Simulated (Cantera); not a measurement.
Standard-state values (1 bar) from the NASA 1993 polynomials, evaluated with Cantera. Values are per mole of reaction as written; species without (g) are pure solids or liquids, kept so even where they would boil at 1 bar.

4 Ni + 2 CS₂(g) + 4 CH₃(g) → 4 NiS + 3 C₂H₄(g)

| T (K) | ΔH° (kJ) | ΔS° (J/K) | ΔG° (kJ) | log10 K |
|---|---|---|---|---|
| 2725 | -783.4 | -321.7 | 93.3 | -1.79 |
| 2750 | -781.2 | -320.9 | 101.3 | -1.92 |
| 2775 | -779.0 | -320.1 | 109.4 | -2.06 |
| 2800 | … | … | … | … |
| 2825 | -774.6 | -318.6 | 125.3 | -2.32 |
| 2850 | -772.4 | -317.8 | 133.3 | -2.44 |
| 2875 | … | … | … | … |
| 2900 | -768.0 | -316.2 | 149.1 | -2.69 |
| 2925 | -765.8 | -315.5 | 157.0 | -2.80 |
| 2950 | … | … | … | … |
| 2975 | … | … | … | … |

Question: Complete the blanks.

Answer: 
- 2800, ΔH° (kJ): -776.8
- 2800, ΔS° (J/K): -319.3
- 2800, ΔG° (kJ): 117.4
- 2800, log10 K: -2.19
- 2875, ΔH° (kJ): -770.2
- 2875, ΔS° (J/K): -317.0
- 2875, ΔG° (kJ): 141.2
- 2875, log10 K: -2.57
- 2950, ΔH° (kJ): -763.6
- 2950, ΔS° (J/K): -314.7
- 2950, ΔG° (kJ): 164.9
- 2950, log10 K: -2.92
- 2975, ΔH° (kJ): -761.3
- 2975, ΔS° (J/K): -314.0
- 2975, ΔG° (kJ): 172.8
- 2975, log10 K: -3.03
